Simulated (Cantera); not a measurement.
## Premixed flame

A freely propagating, adiabatic, planar premixed flame of 1.92 % CH4, 0.307 % C2H6, 2.11 % C3H8, 20.1 % O2, 75.5 % N2, unburnt at 300 K and 41000 Pa; mixture-averaged transport, grid criteria slope 0.08 and curve 0.16, no radiation.

Model: GRI-Mech 3.0 (53 species, 325 reactions), integrated in Cantera. GRI-Mech 3.0 was tuned for natural gas; its chemistry of propane as a main component is partial and can be far from experiment. Burning velocities carry a grid error of a few per cent, more on coarse grids.

```json
[
 {"z (mm)": "-2.73", "T (K)": "300", "u (m/s)": "0.415", "x CH4": "0.0192", "x C2H6": "0.00307", "x C3H8": "0.0211", "x H2": "0.000299", "x CH2CO": "<1e-8", "x O2": "0.201"},
 {"z (mm)": "-1.82", "T (K)": "301", "u (m/s)": "0.417", "x CH4": "0.0191", "x C2H6": "0.00306", "x C3H8": "0.0211", "x H2": "0.00107", "x CH2CO": "<1e-8", "x O2": "0.201"},
 {"z (mm)": "-1.36", "T (K)": "304", "u (m/s)": "0.422", "x CH4": "0.0191", "x C2H6": "0.00306", "x C3H8": "0.0210", "x H2": "0.00217", "x CH2CO": "8.17e-8", "x O2": "0.201"},
 {"z (mm)": "-0.908", "T (K)": "342", "u (m/s)": "0.477", "x CH4": "0.0186", "x C2H6": "0.00304", "x C3H8": "0.0209", "x H2": "0.00468", "x CH2CO": "2.52e-6", "x O2": "0.197"},
 {"z (mm)": "-0.454", "T (K)": "698", "u (m/s)": "0.989", "x CH4": "0.0146", "x C2H6": "0.00276", "x C3H8": "0.0164", "x H2": "0.00904", "x CH2CO": "8.96e-5", "x O2": "0.168"},
 {"z (mm)": "-0.227", "T (K)": "1089", "u (m/s)": "1.57", "x CH4": "0.00967", "x C2H6": "0.00185", "x C3H8": "0.00680", "x H2": "0.0111", "x CH2CO": "0.000359", "x O2": "0.131"},
 {"z (mm)": "0", "T (K)": "1455", "u (m/s)": "2.13", "x CH4": "0.00321", "x C2H6": "0.000186", "x C3H8": "0.000307", "x H2": "0.0108", "x CH2CO": "0.000527", "x O2": "0.0906"},
 {"z (mm)": "0.227", "T (K)": "1600", "u (m/s)": "2.34", "x CH4": "0.000351", "x C2H6": "9.41e-7", "x C3H8": "4.52e-7", "x H2": "0.00752", "x CH2CO": "9.40e-5", "x O2": "0.0684"},
 {"z (mm)": "0.454", "T (K)": "1646", "u (m/s)": "2.39", "x CH4": "2.12e-5", "x C2H6": "<1e-8", "x C3H8": "<1e-8", "x H2": "0.00577", "x CH2CO": "4.74e-6", "x O2": "0.0601"},
 {"z (mm)": "0.908", "T (K)": "1704", "u (m/s)": "2.46", "x CH4": "7.96e-8", "x C2H6": "<1e-8", "x C3H8": "<1e-8", "x H2": "0.00521", "x CH2CO": "1.02e-8", "x O2": "0.0544"},
 {"z (mm)": "1.82", "T (K)": "1775", "u (m/s)": "2.55", "x CH4": "<1e-8", "x C2H6": "<1e-8", "x C3H8": "<1e-8", "x H2": "0.00461", "x CH2CO": "<1e-8", "x O2": "0.0510"},
 {"z (mm)": "3.63", "T (K)": "1851", "u (m/s)": "2.65", "x CH4": "<1e-8", "x C2H6": "<1e-8", "x C3H8": "<1e-8", "x H2": "0.00334", "x CH2CO": "<1e-8", "x O2": "0.0488"},
 {"z (mm)": "7.27", "T (K)": "1914", "u (m/s)": "2.73", "x CH4": "<1e-8", "x C2H6": "<1e-8", "x C3H8": "<1e-8", "x H2": "0.00201", "x CH2CO": "<1e-8", "x O2": "0.0470"}
]
```
x: mole fraction of selected species; z is measured from the peak of heat release.

```json
{
  "laminar_burning_velocity": "41.5 cm/s",
  "thermal_thickness": "0.908 mm",
  "peak x(H2)": "0.0115",
  "peak x(CH2CO)": "0.000579",
  "grid_points": "141"
}
```
